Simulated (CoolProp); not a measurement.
Properties of methane along the isobar 18.1 MPa (Tc = 190.6 K, pc = 4.599 MPa, ω = 0.011).

Model: reference Helmholtz-energy equation of state, Setzmann 1991, in CoolProp.

```json
[
 {"T (K)": "101.4", "phase": "liquid", "Z": "0.7662", "cp (kJ/(kg K))": "3.308", "expansivity (1/kK)": "2.672", "viscosity (µPa s)": "181"},
 {"T (K)": "137.4", "phase": "liquid", "Z": "0.6286", "cp (kJ/(kg K))": "3.417", "expansivity (1/kK)": "3.278", "viscosity (µPa s)": "88.3"},
 {"T (K)": "173.5", "phase": "liquid", "Z": "0.5708", "cp (kJ/(kg K))": "3.642", "expansivity (1/kK)": "4.428", "viscosity (µPa s)": "54.1"},
 {"T (K)": "209.5", "phase": "supercritical", "Z": "0.5747", "cp (kJ/(kg K))": "4.071", "expansivity (1/kK)": "6.645", "viscosity (µPa s)": "34.8"},
 {"T (K)": "245.6", "phase": "supercritical", "Z": "0.6533", "cp (kJ/(kg K))": "4.323", "expansivity (1/kK)": "8.849", "viscosity (µPa s)": "23.4"},
 {"T (K)": "281.6", "phase": "supercritical", "Z": "0.7707", "cp (kJ/(kg K))": "3.790", "expansivity (1/kK)": "7.504", "viscosity (µPa s)": "18.8"},
 {"T (K)": "317.6", "phase": "supercritical", "Z": "0.8629", "cp (kJ/(kg K))": "3.316", "expansivity (1/kK)": "5.565", "viscosity (µPa s)": "17.4"},
 {"T (K)": "353.7", "phase": "supercritical", "Z": "0.9244", "cp (kJ/(kg K))": "3.097", "expansivity (1/kK)": "4.313", "viscosity (µPa s)": "17.3"},
 {"T (K)": "389.7", "phase": "supercritical", "Z": "0.9651", "cp (kJ/(kg K))": "3.025", "expansivity (1/kK)": "3.524", "viscosity (µPa s)": "17.6"}
]
```

The peak of cp marks the crossing from liquid-like to gas-like fluid above the critical point.

Viscosity comes from a separate model (Quiñones-Cisneros 2006).
